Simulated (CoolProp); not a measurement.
A single-stage vapour-compression cycle with dimethyl ether: evaporating at 273.15 K (dew point), condensing at 309.15 K (bubble point), superheat 10 K, subcooling 5 K, compressor efficiency 0.8, no pressure losses. Each further row changes one setting.

Computed with CoolProp (reference Helmholtz-energy equation of state, Wu 2011).

| case | cooling COP | pressure ratio | discharge temperature (K) | refrigerating effect (kJ/kg) | volumetric capacity (kJ/m³) |
|---|---|---|---|---|---|
| as stated | 5.41 | 3.00 | 337.2 | 376 | 2090 |
| evaporating temperature 278.15 K | 6.51 | … | … | 381 | 2490 |
| condensing temperature 304.15 K | 6.41 | … | … | 388 | 2160 |
| subcooling 10 K | 5.59 | 3.00 | 337.2 | 388 | 2160 |
| superheat 20 K | 5.39 | 3.00 | 347.7 | 391 | 2080 |
| compressor efficiency 0.7 | … | 3.00 | 342.9 | 376 | 2090 |

Question: What belongs in the gaps?

Answer: 
- evaporating temperature 278.15 K, pressure ratio: 2.53
- evaporating temperature 278.15 K, discharge temperature (K): 334.1
- condensing temperature 304.15 K, pressure ratio: 2.62
- condensing temperature 304.15 K, discharge temperature (K): 330.3
- compressor efficiency 0.7, cooling COP: 4.74
